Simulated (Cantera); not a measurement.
An isothermal, constant-pressure homogeneous reactor starts with 98.0 % N2O, 1.96 % H2O, at 1300 K and 0.790 bar.

Cantera simulation using GRI-Mech 3.0 (53 species, 325 reactions); the numbers are that mechanism's predictions, not measurements. GRI-Mech 3.0 was tuned for natural gas; its chemistry of N2O as a main component is partial and can be far from experiment. The mechanism lacks the step 2 NO + O2 → 2 NO2, which can matter for NO2 below about 1400 K. The temperature is held fixed by assumption; the heat of reaction is taken as removed at once.

x: mole fraction; the columns are a selection and need not sum to one.

| t (s) | x N2O | x H2O | x O | x N2 | x OH | x H2 |
|---|---|---|---|---|---|---|
| 4.00e-6 | 0.980 | 0.0196 | 4.06e-6 | 7.13e-6 | 8.48e-8 | <1e-12 |
| 2.89e-5 | 0.980 | 0.0196 | 7.75e-6 | 6.96e-5 | 1.63e-6 | 7.21e-11 |
| 0.000209 | 0.980 | 0.0196 | 7.74e-6 | 0.000547 | 1.01e-5 | 1.30e-8 |
| 0.00151 | 0.974 | 0.0196 | 7.65e-6 | [?] | [?] | [?] |
| 0.0110 | 0.935 | 0.0193 | 7.21e-6 | 0.0287 | 3.22e-5 | 1.03e-7 |
| 0.0792 | 0.710 | 0.0178 | 6.45e-6 | 0.170 | 3.66e-5 | 6.18e-8 |
| 0.573 | [?] | 0.0142 | [?] | [?] | [?] | [?] |
| 4.15 | 0.000485 | 0.0132 | 1.27e-7 | 0.624 | 4.75e-6 | 2.60e-9 |
| 30.0 | 1.15e-6 | 0.0132 | 1.09e-7 | 0.624 | 4.41e-6 | 2.38e-9 |

Problem. What belongs in the gaps?

Solution. 
- 0.00151, x N2: 0.00406
- 0.00151, x OH: 2.32e-5
- 0.00151, x H2: 1.57e-7
- 0.573, x N2O: 0.167
- 0.573, x O: 3.58e-6
- 0.573, x N2: 0.515
- 0.573, x OH: 2.58e-5
- 0.573, x H2: 3.91e-8
